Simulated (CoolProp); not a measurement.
Vapour-liquid equilibrium of propylene (1) + propane (2) at -66.45 °C; x and y are mole fractions of (1).

Computed with CoolProp (multi-fluid Helmholtz-energy mixture model, Lemmon 2013 and Lemmon 2009; pair parameters Bell 2016).

| x | bubble pressure (bar) | y at the bubble point | dew pressure at overall composition x (bar) | liquid density (mol/L) |
|---|---|---|---|---|
| 0.05 | 0.3070 | 0.072 | 0.3048 | 13.85 |
| 0.2 | 0.3269 | 0.262 | 0.3204 | 14.02 |
| 0.35 | 0.3440 | 0.423 | 0.3363 | 14.19 |
| 0.5 | 0.3587 | 0.567 | 0.3520 | 14.37 |
| 0.65 | 0.3714 | 0.700 | 0.3668 | 14.56 |
| 0.8 | 0.3821 | 0.828 | 0.3799 | 14.76 |
| 0.95 | 0.3910 | 0.956 | 0.3906 | 14.97 |

No azeotrope shows between x = 0.05 and 0.95.

The pair parameters rest on a limited set of measurements; away from them the model extrapolates.
